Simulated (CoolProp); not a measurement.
Vapour-liquid equilibrium of CF4 (R14) (1) + R13 (2) at 4.3 bar; x and y are mole fractions of (1).

Model: multi-fluid Helmholtz-energy mixture model, Platzer 1990 and Platzer 1990; pair parameters Bell 2016, in CoolProp. This equation is an older, rougher fit; its heat capacities, sound speeds and derivatives of the liquid may be far off and weren't checked against measurements.

```csv
x,"bubble temperature, mixture model (K)","bubble temperature, Raoult's law (K)","y, mixture model","y, Raoult's law"
0.05,215.1,215.9,0.302,0.307
0.125,204.9,206.7,0.572,0.570
0.2,197.4,199.8,0.717,0.716
0.275,191.9,194.3,0.801,0.805
0.35,187.6,189.8,0.853,0.862
0.425,184.3,186.1,0.889,0.901
0.5,181.5,182.9,0.914,0.928
0.575,179.2,180.2,0.934,0.948
0.65,177.2,177.8,0.949,0.963
0.725,175.3,175.7,0.962,0.975
0.8,173.6,173.8,0.974,0.984
0.875,172.1,172.0,0.984,0.991
0.95,170.5,170.5,0.994,0.997
```

The largest gap from Raoult's law is -2.4 K in bubble temperature, at x = 0.275. No azeotrope shows between x = 0.05 and 0.95.

The pair parameters rest on a limited set of measurements; away from them the model extrapolates.
